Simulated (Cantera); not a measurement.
Input: 1 mol SiH2Cl2, 22 mol NH3, equilibrated at 1.00 bar.

Cantera equilibrium calculation (NASA polynomials, part measured and part estimated; ideal gas, pure solids and liquids). Candidate condensed phases: NH4Cl, Si, Si3N4; 28 gas species. Gases not in the tables: Si2H6 and higher silanes. The numbers say what is thermodynamically allowed, not how fast it happens.

Over these rows the condensed part is Si3N4(s). Partial pressures as log10 of bar:

| T (K) | 1000/T (1/K) | log p SiCl2 | log p H2 | log p N2 | log p HCl |
|---|---|---|---|---|---|
| 1575 | 0.6349 | -4.09 | -0.14 | -0.64 | -1.36 |
| 1650 | 0.6061 | ? | -0.14 | -0.64 | -1.36 |
| 1725 | 0.5797 | -3.37 | -0.14 | -0.64 | -1.36 |
| 1800 | 0.5556 | -3.06 | -0.14 | -0.64 | -1.37 |
| 1875 | 0.5333 | -2.80 | -0.14 | -0.64 | -1.39 |
| 1950 | 0.5128 | -2.58 | -0.14 | -0.64 | -1.41 |

**Question.** Fit log p(SiCl2) = a + b·(1000/T) to the five rows, give the apparent enthalpy, and predict the row at 1650 K.

**Answer.** Means: 1000/T = 0.5633, log p = -3.180. Sxy = -0.110896, Sxx = 0.0089051, so b = -12.45 and a = -3.180 − (-12.45)×0.5633 = 3.83.
Apparent enthalpy: −19.145 × (-12.45) = 238 kJ/mol. With the condensed phases at unit activity, 1/3 Si3N4(s) + 2 HCl(g) = SiCl2(g) + H2(g) + 2/3 N2(g) links this pressure to the main gases: over the six rows their terms move log p by -0.10 in all, so the slope isn't that reaction's ΔH° alone. The five rows lie within 0.03 of the line.
Prediction at 1650 K: 3.83 + (-12.45)×0.6061 = -3.72. The computed value is -3.71, 0.01 from the line.
